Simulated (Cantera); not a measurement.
A closed system holds: 1 mol Si₃N₄, 7.6 mol NF₃, 0.89 mol N₂, equilibrated at 575 °C and 0.200 bar.

Method: chemical equilibrium by Gibbs-energy minimisation in Cantera with the NASA 1993 tables (ideal gas, pure condensed phases). Candidate condensed phases: Si, Si₃N₄; 16 gas species. Equilibrium is a limit: real reactors are often held back by kinetics, nucleation or transport.

Base state: N₂ 0.434, F₂ 0.233, SiF₄ 0.217, NF₃ 0.0986, F 0.0180 (mole fractions); condensed: gas only.

Question: What changes in the equilibrium state with this change: temperature from 575 °C to 1652 °C?

Answer: 
```
species  before     after
-------  ------  --------
F        0.0180     0.527
N₂        0.434     0.327
SiF₄      0.217     0.146
F₂        0.233  0.000383
NF₃      0.0986     <1e-9
```
